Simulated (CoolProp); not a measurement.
A single-stage vapour-compression cycle with trans-2-butene: evaporating at 248.15 K (dew point), condensing at 311.15 K (bubble point), superheat 10 K, subcooling 8 K, compressor efficiency 0.9, no pressure losses. Each further row changes one setting.

The numbers come from the reference Helmholtz-energy equation of state, Lemmon 2005 in CoolProp. It is a short technical equation, of lower accuracy than the large ones.

```json
[
 {"case": "as stated", "cooling COP": "(withheld)", "pressure ratio": "10.3", "discharge temperature (K)": "334.0", "refrigerating effect (kJ/kg)": "319", "volumetric capacity (kJ/m³)": "284"},
 {"case": "evaporating temperature 253.15 K", "cooling COP": "3.35", "pressure ratio": "(withheld)", "discharge temperature (K)": "331.9", "refrigerating effect (kJ/kg)": "326", "volumetric capacity (kJ/m³)": "361"},
 {"case": "condensing temperature 306.15 K", "cooling COP": "(withheld)", "pressure ratio": "8.93", "discharge temperature (K)": "328.9", "refrigerating effect (kJ/kg)": "331", "volumetric capacity (kJ/m³)": "295"},
 {"case": "subcooling 13 K", "cooling COP": "3.07", "pressure ratio": "10.3", "discharge temperature (K)": "334.0", "refrigerating effect (kJ/kg)": "331", "volumetric capacity (kJ/m³)": "295"},
 {"case": "superheat 20 K", "cooling COP": "(withheld)", "pressure ratio": "10.3", "discharge temperature (K)": "344.5", "refrigerating effect (kJ/kg)": "334", "volumetric capacity (kJ/m³)": "286"},
 {"case": "compressor efficiency 0.8", "cooling COP": "2.63", "pressure ratio": "10.3", "discharge temperature (K)": "341.4", "refrigerating effect (kJ/kg)": "319", "volumetric capacity (kJ/m³)": "284"}
]
```

Task: Some entries are withheld; supply them.

Result: 
- as stated, cooling COP: 2.96
- evaporating temperature 253.15 K, pressure ratio: 8.18
- condensing temperature 306.15 K, cooling COP: 3.29
- superheat 20 K, cooling COP: 2.98
